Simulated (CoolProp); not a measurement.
1-butene along the isotherm -36.75 °C: fugacity coefficient from the reference equation and from simpler models built on Tc = 146.1 °C, pc = 4.006 MPa, ω = 0.192; each cubic takes its own stable root.

Values from CoolProp's reference Helmholtz-energy equation of state, Lemmon 2005. It is a short technical equation, of lower accuracy than the large ones.

| p (MPa) | phase | reference |
|---|---|---|
| 1.82 | liquid | 0.01511 |
| 3.64 | liquid | 0.008172 |
| 5.46 | liquid | 0.005892 |
| 7.28 | liquid | 0.004777 |
| 9.1 | liquid | 0.004132 |
| 10.9 | liquid | 0.003725 |
| 12.7 | liquid | 0.003452 |
| 14.6 | liquid | 0.003255 |
| 16.4 | liquid | 0.003127 |
| 18.2 | liquid | 0.003041 |
| 20 | liquid | 0.002986 |

Q: How far does each simpler model (van der Waals, Redlich-Kwong, Soave-Redlich-Kwong, Peng-Robinson) lie from the reference over these 11 states: mean and median of the absolute difference, and the worst?

A: 
- van der Waals: mean 1058.1 %, median 1049.0 %, worst +1329.3 % at -36.75 °C and 20 MPa
- Redlich-Kwong: mean 66.6 %, median 66.7 %, worst +72.2 % at -36.75 °C and 20 MPa
- Soave-Redlich-Kwong: mean 2.5 %, median 2.4 %, worst +5.3 % at -36.75 °C and 20 MPa
- Peng-Robinson: mean 1.0 %, median 0.9 %, worst +2.0 % at -36.75 °C and 1.82 MPa
